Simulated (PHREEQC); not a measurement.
Consider water at 49 °C with 88 mmol/kgw HCl, 55 mmol/kgw CuSO4 and 31 mmol/kgw Na2SO4. Closed to the air; pH follows from the charge balance.

Model: ion-association model, phreeqc.dat, run in PHREEQC.

| Property | Result |
|---|---|
| pH | 1.49 |
| ionic strength | 0.234 mol/kgw |
| specific conductance | 39100 µS/cm |
| density | 1.001 g/cm³ |
| total alkalinity | -88.0 meq/kg |

```json
[
 {"species": "Cl-", "molality": "0.0811", "activity": "0.0562", "log γ": "-0.159"},
 {"species": "Na+", "molality": "0.0599", "activity": "0.0437", "log γ": "-0.137"},
 {"species": "HSO4-", "molality": "0.0466", "activity": "0.0340", "log γ": "-0.136"},
 {"species": "H+", "molality": "0.0414", "activity": "0.0325", "log γ": "-0.105"},
 {"species": "Cu+2", "molality": "0.0342", "activity": "0.0102", "log γ": "-0.525"},
 {"species": "SO4-2", "molality": "0.0232", "activity": "0.00610", "log γ": "-0.581"},
 {"species": "CuSO4", "molality": "0.0140", "activity": "0.0148", "log γ": "0.023"},
 {"species": "CuCl+", "molality": "0.00658", "activity": "0.00458", "log γ": "-0.157"},
 {"species": "NaSO4-", "molality": "0.00211", "activity": "0.00154", "log γ": "-0.138"},
 {"species": "CuCl2", "molality": "0.000167", "activity": "0.000176", "log γ": "0.023"},
 {"species": "CuCl3-", "molality": "7.48e-8", "activity": "5.21e-8", "log γ": "-0.157"},
 {"species": "CuOH+", "molality": "4.49e-9", "activity": "3.13e-9", "log γ": "-0.157"}
]
```

This is a speciation only: nothing precipitates in the calculation. Constants without temperature data keep their 25 °C values here.
